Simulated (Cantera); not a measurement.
A perfectly stirred reactor is fed with CH₄ : C₂H₆ : O₂ : N₂ = 1 : 0.85 : 5.59 : 21 (molar parts), at 750 Torr; it is adiabatic with a 525 K inlet, and is followed from long to short residence time, starting on the burning branch (τ in s: 0.073, 0.025, 0.0087, 0.003, 0.001, 0.00036, 0.00012, 4.2e-05, 1.5e-05).

Detailed kinetics in Cantera: GRI-Mech 3.0 (53 species, 325 reactions).

x: mole fraction; the columns are a selection and need not sum to one.

```json
[
 {"τ (s)": "0.073", "T (K)": "2263", "x CH₄": "1.38e-6", "x C₂H₆": "1.38e-7", "x O₂": "0.0232", "x HO₂": "(withheld)", "x N₂O": "2.60e-7"},
 {"τ (s)": "0.025", "T (K)": "2245", "x CH₄": "3.33e-6", "x C₂H₆": "3.89e-7", "x O₂": "0.0244", "x HO₂": "(withheld)", "x N₂O": "2.54e-7"},
 {"τ (s)": "0.0087", "T (K)": "2208", "x CH₄": "7.26e-6", "x C₂H₆": "1.05e-6", "x O₂": "0.0263", "x HO₂": "(withheld)", "x N₂O": "2.36e-7"},
 {"τ (s)": "0.0030", "T (K)": "2148", "x CH₄": "1.57e-5", "x C₂H₆": "2.73e-6", "x O₂": "0.0288", "x HO₂": "(withheld)", "x N₂O": "2.07e-7"},
 {"τ (s)": "0.0010", "T (K)": "2070", "x CH₄": "3.67e-5", "x C₂H₆": "7.20e-6", "x O₂": "0.0320", "x HO₂": "(withheld)", "x N₂O": "1.78e-7"},
 {"τ (s)": "0.00036", "T (K)": "1988", "x CH₄": "8.96e-5", "x C₂H₆": "1.83e-5", "x O₂": "0.0356", "x HO₂": "(withheld)", "x N₂O": "1.56e-7"},
 {"τ (s)": "0.00012", "T (K)": "1889", "x CH₄": "0.000286", "x C₂H₆": "5.84e-5", "x O₂": "0.0418", "x HO₂": "(withheld)", "x N₂O": "1.34e-7"},
 {"τ (s)": "4.2e-5", "T (K)": "525", "x CH₄": "0.0352", "x C₂H₆": "0.0299", "x O₂": "0.197", "x HO₂": "<1e-12", "x N₂O": "<1e-12"},
 {"τ (s)": "1.5e-5", "T (K)": "525", "x CH₄": "0.0352", "x C₂H₆": "0.0299", "x O₂": "0.197", "x HO₂": "<1e-12", "x N₂O": "<1e-12"}
]
```

Question: Fill in the missing entries.

Answer: 
- 0.073, x HO₂: 1.83e-6
- 0.025, x HO₂: 2.01e-6
- 0.0087, x HO₂: 2.48e-6
- 0.0030, x HO₂: 3.58e-6
- 0.0010, x HO₂: 5.74e-6
- 0.00036, x HO₂: 9.15e-6
- 0.00012, x HO₂: 1.69e-5
